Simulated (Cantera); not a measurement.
An isothermal plug-flow reactor at 1075 K and 1.01 bar (inlet), inlet velocity 2.2 m/s, active area per volume 190 1/m; feed 0.671 % CH4, 7.98 % O2, 91.4 % N2, equivalence ratio 0.17.

Detailed kinetics in Cantera: Deutschmann's 1995 Pt surface mechanism with GRI-Mech 3.0 gas chemistry. Catalytic surfaces can have several steady states; this one follows from the mechanism file's or the stated starting coverage. Mass transfer to the wall is taken as infinitely fast.

x: gas mole fraction; θ: surface coverage.

```tsv
z (m)	x CH4	x O2	x H2O	x CO2	x CO	θ free Pt	θ O*	θ OH*
0.00025	0.00668	0.0797	[?]	2.36e-5	2.41e-6	0.295	0.705	0.000213
0.00045	0.00666	0.0797	[?]	4.33e-5	3.48e-6	0.295	0.705	0.000237
0.0008	0.00662	0.0796	[?]	7.86e-5	4.42e-6	0.295	0.705	0.000274
0.0014	0.00656	0.0795	[?]	0.000140	4.89e-6	0.295	0.705	0.000327
0.0025	0.00645	0.0793	[?]	0.000251	4.95e-6	0.295	0.705	0.000406
0.0045	0.00625	0.0789	[?]	0.000449	4.81e-6	0.295	0.704	0.000517
0.008	0.00592	0.0782	[?]	0.000782	4.55e-6	0.295	0.704	0.000664
0.014	0.00538	0.0771	[?]	0.00131	4.15e-6	0.296	0.703	0.000847
0.025	0.00451	0.0754	[?]	0.00217	3.50e-6	0.297	0.702	0.00108
```

Q: Fill in the missing entries.

A: 
- 0.00025, x H2O: 5.21e-5
- 0.00045, x H2O: 9.36e-5
- 0.0008, x H2O: 0.000166
- 0.0014, x H2O: 0.000289
- 0.0025, x H2O: 0.000512
- 0.0045, x H2O: 0.000909
- 0.008, x H2O: 0.00158
- 0.014, x H2O: 0.00264
- 0.025, x H2O: 0.00436
